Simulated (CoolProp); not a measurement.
Vapour-liquid equilibrium of R1234yf (1) + R1234ze(E) (2) at 56.45 °C; x and y are mole fractions of (1).

Computed with CoolProp (multi-fluid Helmholtz-energy mixture model, Lemmon 2022 and Thol 2016; pair parameters Bell 2022).

| x | bubble pressure (MPa) | y at the bubble point | dew pressure at overall composition x (MPa) | liquid density (mol/L) |
|---|---|---|---|---|
| 0.05 | 1.191 | 0.061 | 1.188 | … |
| 0.15 | 1.229 | 0.178 | 1.220 | 9.078 |
| 0.25 | 1.266 | 0.287 | … | 9.004 |
| 0.35 | 1.300 | 0.392 | 1.286 | … |
| 0.45 | 1.334 | … | 1.320 | 8.853 |
| 0.55 | 1.367 | 0.591 | 1.353 | 8.776 |
| 0.65 | 1.400 | 0.686 | 1.387 | … |
| 0.75 | 1.432 | 0.778 | 1.422 | 8.618 |
| 0.85 | 1.465 | 0.869 | 1.458 | 8.536 |
| 0.95 | 1.498 | 0.957 | … | 8.451 |

### Question
Complete the blanks.

### Answer

- 0.05, liquid density (mol/L): 9.151
- 0.25, dew pressure at overall composition x (MPa): 1.253
- 0.35, liquid density (mol/L): 8.929
- 0.45, y at the bubble point: 0.493
- 0.65, liquid density (mol/L): 8.698
- 0.95, dew pressure at overall composition x (MPa): 1.495

No azeotrope shows between x = 0.05 and 0.95.

Pair parameters are fitted to limited data, so mixtures are less certain than the pure fluids.
